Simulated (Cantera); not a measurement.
Cantera run:

```python
import numpy as np
import cantera as ct

gas_names = """
    CL2 N SiCL2 SiF2 NF3
""".split()
cond_names = """
    Si3N4(a)
""".split()


# ... load() reads the species with a 1 bar reference pressure and builds the phases ...
species = {s.name: s for s in load("nasa_gas.yaml", gas_names) + load("nasa_condensed.yaml", cond_names)}
# Each term lists the table entries of one substance; the one whose range holds T is used.
reactions = {
    '3 Cl2(g) + Si3N4 = 4 N(g) + 3 SiCl2(g)':
        [(-3, ['CL2']), (-1, ['Si3N4(a)']), (4, ['N']), (3, ['SiCL2'])],
    '3 SiF2(g) + 6 N(g) = Si3N4 + 2 NF3(g)':
        [(-3, ['SiF2']), (-6, ['N']), (1, ['Si3N4(a)']), (2, ['NF3'])],
}


def pick(names, T):
    return next(species[n] for n in names if species[n].thermo.min_temp <= T <= species[n].thermo.max_temp)


results = []
for label, terms in reactions.items():
    print(label)
    print("     T/K   dH/kJ  dS/(J/K)   dG/kJ   log10 K")
    for T in [300, 1173, 1323, 1473, 1623, 1773, 1923, 2073]:
        used = [(nu, pick(names, T)) for nu, names in terms]
        dH = sum(nu * s.thermo.h(T) for nu, s in used) / 1e6
        dS = sum(nu * s.thermo.s(T) for nu, s in used) / 1e3
        dG = dH - T * dS / 1e3
        logK = -dG * 1e6 / (ct.gas_constant * T * np.log(10))
        results.append((label, T, dH, dS, dG, logK, [s.name for _, s in used]))
        print(f"{T:8g} {dH:8.1f} {dS:8.1f} {dG:8.1f} {logK:8.2f}")
```

Result:

```
3 Cl2(g) + Si3N4 = 4 N(g) + 3 SiCl2(g)
     T/K   dH/kJ  dS/(J/K)   dG/kJ   log10 K
     300   2129.7    675.2   1927.1  -335.53
    1173   2132.6    689.1   1324.2   -58.97
    1323   2128.6    685.9   1221.1   -48.21
    1473   2123.8    682.5   1118.5   -39.66
    1623   2118.4    679.0   1016.4   -32.71
    1773   2112.6    675.6    914.8   -26.95
    1923   2106.3    672.2    813.7   -22.10
    2073   2099.8    668.9    713.1   -17.97
3 SiF2(g) + 6 N(g) = Si3N4 + 2 NF3(g)
     T/K   dH/kJ  dS/(J/K)   dG/kJ   log10 K
     300  -2080.7  -1055.3  -1764.2   307.16
    1173  -2079.9  -1067.4   -827.8    36.86
    1323  -2073.8  -1062.6   -668.0    26.38
    1473  -2066.9  -1057.6   -509.0    18.05
    1623  -2059.2  -1052.6   -350.8    11.29
    1773  -2051.0  -1047.8   -193.2     5.69
    1923  -2042.3  -1043.1    -36.4     0.99
    2073  -2033.4  -1038.6    119.7    -3.02
```

Standard-state values (1 bar) from the NASA 1993 polynomials, evaluated with Cantera. The tables' values for SiF2 are old estimates. Condensed species are held in their standard states even where they would react or evaporate.
